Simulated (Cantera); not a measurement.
Input: 1 mol SiHCl3, 0.2 mol C2H2, a varied amount of H2, 0.19 mol CH4, equilibrated at 1877 °C and 53000 Pa.

Equilibrium computed with Cantera from the NASA thermochemical tables; the gas is ideal and each condensed phase is pure. Candidate condensed phases: C, C6H6, C7H8, C8H18, Si, SiC; 109 gas species. Mutual solubility and eutectic melting of coexisting phases are not modelled. Gases not in the tables: Si2H6 and higher silanes. Kinetics and transport are ignored.

Which condensed phases are stable at each of these points (n(H2) (mol)): 160, 240, 310, 380, 450, 530, 600, 670?


| n(H2) (mol) | condensed phases | Si condensed (%) |
|---|---|---|
| 160 | Si(l) + SiC(s) | 74.8 |
| 240 | Si(l) + SiC(s) | 70.8 |
| 310 | Si(l) + SiC(s) | 66.2 |
| 380 | Si(l) + SiC(s) | 61.0 |
| 450 | SiC(s) | 55.8 |
| 530 | SiC(s) | 54.9 |
| 600 | SiC(s) | 53.9 |
| 670 | SiC(s) | 52.7 |

From 160 mol H2 to 380 mol H2 the condensed part is Si(l) + SiC(s). From 450 mol H2 to 670 mol H2 the condensed part is SiC(s).
